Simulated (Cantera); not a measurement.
An adiabatic, constant-volume homogeneous reactor starts with 10.4 % CH4, 18.8 % O2, 70.8 % N2, equivalence ratio 1.1, at 1575 K and 0.680 bar.

Computed with Cantera and GRI-Mech 3.0 (53 species, 325 reactions).

Q: Predict: time of steepest temperature rise; temperature at 2.00 s; equilibrium temperature; x(O2) at 2.00 s; x(CO2) at 2.00 s.

A: 
```json
{
 "time_of_steepest_temperature_rise": "0.775 ms",
 "temperature at 2.00 s": "2904 K",
 "equilibrium_temperature": "2904 K",
 "x(O2) at 2.00 s": "0.0160 (gas-phase equilibrium 0.0160)",
 "x(CO2) at 2.00 s": "0.0374 (gas-phase equilibrium 0.0374)"
}
```
